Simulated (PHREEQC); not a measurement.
Solution (85 °C): 0.057 mol CuCl2 and 0.0036 mol Na2SO4 per kg of water. Closed to the air; pH follows from the charge balance.

Equilibrium calculation in PHREEQC: ion-association model, phreeqc.dat.

No solid was allowed to form.

Order these Cl species by the share of Cl that they hold, largest first: CuCl2, Cl-, CuCl+.

Cl- (76 %), CuCl+ (23 %), CuCl2 (1.8 %)

Order these S species by the share of S that they hold, largest first: HSO4-, NaSO4-, CuSO4, SO4-2.

SO4-2 (53 %), CuSO4 (45 %), HSO4- (1.3 %), NaSO4- (0.81 %)

The pH is 3.88 and the ionic strength 0.121 mol/kgw. Away from 25 °C the constants follow the database's enthalpies or fits; those with neither stay at their 25 °C values.
